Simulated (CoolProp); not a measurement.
20 sccm (0 °C, 1 atm) of nitrogen bubbles through liquid decamethyltetrasiloxane (MD2M) at 339 K and leaves saturated at a total pressure of 0.00881 MPa (ideal gas phase). Each further row changes one setting.

Model: reference Helmholtz-energy equation of state, Thol 2017, in CoolProp.

| case | vapour pressure (kPa) | mole fraction of vapour | delivery (mg/min) | delivery (sccm) | change of delivery for a bath 1 K warmer (%) |
|---|---|---|---|---|---|
| as stated | 0.829 | 0.0941 | 28.8 | 2.08 | 6.5 |
| bath temperature 344 K | 1.10 | 0.124 | 39.4 | 2.84 | 6.5 |
| total pressure 0.0176 MPa | 0.829 | 0.0471 | 13.7 | 0.989 | 6.1 |
